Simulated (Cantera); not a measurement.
What does this Cantera script print?

```python
import numpy as np
import cantera as ct

gas = ct.Solution("gri30.yaml")
gas.TPX = 1250, 100000, {'CH4': 1, 'C2H6': 0.092, 'O2': 1.11, 'N2': 4.16}
reactor = ct.IdealGasConstPressureReactor(gas, energy="on", clone=False)
net = ct.ReactorNet([reactor])
net.rtol, net.atol = 1e-08, 1e-16
show = ['CH4', 'C2H6', 'O2', 'H', 'H2', 'H2O', 'NO']
times = np.geomspace(1e-06, 4, 13)

steps = ct.SolutionArray(gas, extra=["t"])
rows = []
print(f"{'t/s':>10s}{'T/K':>9s}{'P/Pa':>11s}" + "".join(f"{s:>11s}" for s in show))
for t in times:
    while net.time < t:
        t_next = net.step()
        steps.append(gas.state, t=t_next)
    rows.append([np.interp(t, steps.t, y) for y in (steps.T, steps.P, *steps(*show).X.T)])
    print(f"{t:10.3e}{rows[-1][0]:9.1f}{rows[-1][1]:11.4g}" + "".join(f"{x:11.3e}" for x in rows[-1][2:]))
rate = np.gradient(steps.T, steps.t)
print("integrator steps:", len(steps.t))
if steps.T.max() > steps.T[0] + 200:
    print(f"time of steepest temperature rise: {steps.t[rate.argmax()]:.4e} s")
gas.TPX = 1250, 100000, {'CH4': 1, 'C2H6': 0.092, 'O2': 1.11, 'N2': 4.16}
gas.equilibrate("HP")
print(f"equilibrium (HP): T = {gas.T:.1f} K  " + "  ".join(f"{s} {gas[s].X[0]:.3e}" for s in show))
```

Output:

```
       t/s      T/K       P/Pa        CH4       C2H6         O2          H         H2        H2O         NO
 1.000e-06   1250.0      1e+05  1.572e-01  1.446e-02  1.745e-01  9.775e-11  1.178e-10  7.758e-11  4.134e-22
 3.550e-06   1250.0      1e+05  1.572e-01  1.446e-02  1.745e-01  2.242e-10  8.868e-10  1.190e-09  7.281e-21
 1.260e-05   1250.0      1e+05  1.572e-01  1.446e-02  1.745e-01  8.652e-10  1.012e-08  1.627e-08  1.105e-19
 4.472e-05   1250.0      1e+05  1.572e-01  1.446e-02  1.745e-01  3.477e-09  1.415e-07  2.243e-07  1.578e-18
 1.587e-04   1249.9      1e+05  1.572e-01  1.445e-02  1.745e-01  1.873e-08  2.357e-06  3.962e-06  2.463e-17
 5.635e-04   1250.2      1e+05  1.571e-01  1.435e-02  1.743e-01  1.388e-07  6.042e-05  1.127e-04  9.187e-16
 2.000e-03   1255.7      1e+05  1.555e-01  1.363e-02  1.730e-01  4.141e-07  8.266e-04  1.575e-03  3.019e-14
 7.099e-03   2275.8      1e+05  1.108e-04  9.984e-10  1.066e-06  3.067e-03  1.769e-01  1.192e-01  1.241e-04
 2.520e-02   2271.8      1e+05  6.336e-11  5.528e-22  1.401e-06  3.548e-03  1.777e-01  1.185e-01  1.120e-04
 8.944e-02   2272.4      1e+05  5.882e-11  4.846e-22  1.410e-06  3.555e-03  1.776e-01  1.185e-01  4.618e-05
 3.175e-01   2272.5      1e+05  5.830e-11  4.770e-22  1.412e-06  3.557e-03  1.776e-01  1.185e-01  3.225e-05
 1.127e+00   2272.5      1e+05  5.830e-11  4.769e-22  1.412e-06  3.557e-03  1.776e-01  1.185e-01  3.205e-05
 4.000e+00   2272.5      1e+05  5.830e-11  4.769e-22  1.412e-06  3.557e-03  1.776e-01  1.185e-01  3.205e-05
integrator steps: 2191
time of steepest temperature rise: 5.0632e-03 s
equilibrium (HP): T = 2272.5 K  CH4 6.608e-11  C2H6 5.924e-22  O2 1.412e-06  H 3.557e-03  H2 1.776e-01  H2O 1.185e-01  NO 3.205e-05
```

Cantera simulation using GRI-Mech 3.0 (53 species, 325 reactions); the numbers are that mechanism's predictions, not measurements.
